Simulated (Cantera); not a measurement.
Feed: 1 mol SiH₂Cl₂, 0.025 mol HCl, 51 mol N₂, 0.005 mol Cl₂, at 825 K and 3.75 Torr.

Method: chemical equilibrium by Gibbs-energy minimisation in Cantera with the NASA 1993 tables (ideal gas, pure condensed phases). Candidate condensed phases: NH₄Cl, Si, Si₃N₄; 28 gas species. N₂ is the only nitrogen source here; it is nearly inert below about 1500 K, so the nitride shown seldom forms there in practice. Kinetics and transport are ignored.

Problem. What is the equilibrium state?

Solution. 
```
Item                                  Value
--------------------------------  ---------
x(N₂)                                 0.964
x(HCl)                               0.0280
x(H₂)                               0.00535
x(SiCl₄)                            0.00272
n(Si₃N₄(s))                       0.286 mol
gas amount                        52.32 mol
log10 activity of Si(s) (absent)      -8.41
```
